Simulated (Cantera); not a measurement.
**Equilibrium for chemical vapour transport: Al2O3 + Cl2**

Charge: 1 mol Al2O3, 0.52 mol Cl2, at 0.0350 bar.

Cantera equilibrium calculation (NASA polynomials, part measured and part estimated; ideal gas, pure solids and liquids). Candidate condensed phases: Al, AlCl3, Al2O3; 17 gas species. Condensed phases not in the tables: AlOCl. The numbers say what is thermodynamically allowed, not how fast it happens.

From 748 K to 1273 K the condensed part is Al2O3(s). The main Al-bearing gas is AlCl3 throughout.

| T (K) | x Cl2 | x Cl | x AlCl3 | x O2 | x ClO | x O | x Al2Cl6 | n Al2O3(s) |
|---|---|---|---|---|---|---|---|---|
| 748 | 1.000 | 1.38e-5 | 2.31e-7 | 1.73e-7 | 1.64e-10 | <1e-12 | <1e-12 | 1.00 |
| 823 | 1.000 | 8.40e-5 | 1.89e-6 | 1.41e-6 | 2.07e-9 | <1e-12 | <1e-12 | 1.00 |
| 898 | 1.000 | 0.000381 | 1.08e-5 | 8.08e-6 | 1.71e-8 | <1e-12 | 1.97e-12 | 1.000 |
| 973 | 0.999 | 0.00137 | 4.69e-5 | 3.51e-5 | 1.02e-7 | 2.14e-12 | 1.12e-11 | 1.000 |
| 1048 | 0.996 | 0.00411 | 0.000164 | 0.000123 | 4.68e-7 | 3.75e-11 | 4.99e-11 | 1.000 |
| 1123 | 0.989 | 0.0106 | 0.000483 | 0.000361 | 1.74e-6 | 4.47e-10 | 1.80e-10 | 1.000 |
| 1198 | 0.973 | 0.0244 | 0.00123 | 0.000917 | 5.46e-6 | 3.89e-9 | 5.48e-10 | 1.000 |
| 1273 | 0.945 | 0.0504 | 0.00275 | 0.00205 | 1.47e-5 | 2.60e-8 | 1.42e-9 | 0.999 |
x: gas mole fraction; n: condensed amount in mol.
